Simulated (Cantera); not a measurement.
Input: 1 mol Fe3O4, 700 mol H2, held at 1602 °C and 1.33 mbar.

These are equilibrium values from Cantera (NASA tables, ideal gas, pure condensed phases), not measurements of a reactor. Rates play no part.

```tsv
species	before	after
H2	0.972	0.849
H	0.0177	0.142
H2O	0.00563	0.00515
Fe	0.00423	0.00396
O	1.10e-7	1.40e-5
OH	7.99e-6	0.000120
```
Gas species are given as mole fractions.

### Question
What was changed between the two runs?
(A) temperature from 1602 °C to 600 °C
(B) temperature from 1602 °C to 1927 °C
(C) pressure from 1.33 mbar to 54.0 mbar
(D) temperature from 1602 °C to 1150 °C

### Answer
B, temperature from 1602 °C to 1927 °C
